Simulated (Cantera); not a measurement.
Feed: 1 mol Si2Cl6, 0.97 mol N2, 3.3 mol NH3, equilibrated at 1550 °C and 0.133 bar.

These are equilibrium values from Cantera (NASA tables, ideal gas, pure condensed phases), not measurements of a reactor. Candidate condensed phases: NH4Cl, Si, Si3N4; 28 gas species. The feed counts by its element totals alone. The tables' values for SiCl3, SiCl are old estimates; treat these amounts as uncertain. Equilibrium is a limit: real reactors are often held back by kinetics, nucleation or transport.

Base state: H2 0.373, N2 0.244, HCl 0.199, SiCl2 0.171, SiCl3 0.00931, SiCl4 0.000783, H 0.000726, SiHCl3 0.000389 (mole fractions); condensed: Si3N4(s).

Task: What changes in the equilibrium state with this change: temperature from 1550 °C to 1175 °C?

Result: 
| species | before | after |
|---|---|---|
| HCl | 0.199 | 0.419 |
| H2 | 0.373 | 0.327 |
| N2 | 0.244 | 0.185 |
| SiCl2 | 0.171 | 0.0126 |
| SiCl4 | 0.000783 | 0.0410 |
| SiCl3 | 0.00931 | 0.0119 |
| Si | 1.78e-5 | <1e-9 |
| SiCl | 0.000160 | 5.18e-8 |
| H | 0.000726 | 1.45e-5 |
| Cl | 0.000296 | 1.51e-5 |
| SiHCl3 | 0.000389 | 0.00274 |
| Si3N4(s), mol | 0.0337 | 0.457 |
The tables' values for SiCl3 are old estimates; treat these amounts as uncertain.
